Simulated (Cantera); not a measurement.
Input: 1 mol CaF2, 0.19 mol H2, equilibrated at 1773 K and 0.100 bar.

These are equilibrium values from Cantera (NASA tables, ideal gas, pure condensed phases), not measurements of a reactor. Candidate condensed phases: Ca, CaF2; 15 gas species. The numbers say what is thermodynamically allowed, not how fast it happens.

Base state: H2 0.994, CaF2 0.00243, HF 0.00146, H 0.000897, CaF 0.000603, Ca 0.000427 (mole fractions); condensed: CaF2(l).

Task: What changes in the equilibrium state with this change: temperature from 1773 K to 1900 K?

Result: 
| species | before | after |
|---|---|---|
| H2 | 0.994 | 0.977 |
| CaF2 | 0.00243 | 0.0118 |
| HF | 0.00146 | 0.00486 |
| CaF | 0.000603 | 0.00251 |
| H | 0.000897 | 0.00248 |
| CaF2(l), mol | 0.999 | 0.997 |
